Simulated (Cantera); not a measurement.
A closed system holds: 1 mol TiO2, 4.1 mol CO, 0.35 mol C, at 1002 °C and 1000 Pa.

These are equilibrium values from Cantera (NASA tables, ideal gas, pure condensed phases), not measurements of a reactor. Candidate condensed phases: C, Ti, TiC, TiO, TiO2, Ti2O3, Ti3O5, Ti4O7; 15 gas species. Equilibrium is a limit: real reactors are often held back by kinetics, nucleation or transport.

Base state: CO 1.000, CO2 7.01e-5 (mole fractions); condensed: C(graphite) + Ti3O5(s).

**Question.** What changes in the equilibrium state with this change: pressure from 1000 Pa to 100000 Pa?

**Answer.** 
```json
[
 {"species": "CO", "before": "1.000", "after": "0.993"},
 {"species": "CO2", "before": "7.01e-5", "after": "0.00691"},
 {"species": "C(graphite), mol", "before": "0.0170", "after": "0.378"},
 {"species": "Ti3O5(s), mol", "before": "0.333", "after": "0"},
 {"species": "TiO2(rutile), mol", "before": "0", "after": "1.00"}
]
```
